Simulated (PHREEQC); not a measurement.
Solution (25 °C): 0.0012 mol/kgw LiBr, 0.0043 mol/kgw NH4F and 0.0047 mol/kgw (CH3)4NCl. Closed to the air; pH follows from the charge balance.

All values are PHREEQC results (ion-association model, phreeqc.dat), not measurements.

```yaml
pH: 6.25
ionic_strength: 0.0102 mol/kgw
```

```
species   molality  activity   log γ
--------  --------  --------  ------
Cl-        0.00470   0.00423  -0.046
(CH3)4N+   0.00470   0.00423  -0.045
F-         0.00430   0.00386  -0.046
NH4+       0.00430   0.00385  -0.048
Br-        0.00120   0.00108  -0.047
Li+        0.00120   0.00109  -0.043
NH3        3.90e-6   3.91e-6   0.001
HF         3.25e-6   3.26e-6   0.001
H+         6.15e-7   5.62e-7  -0.040
```

This is a speciation only: nothing precipitates in the calculation. (CH3)4N+ isn't in the database: it is added as a free cation with an ion size of 4 Å.
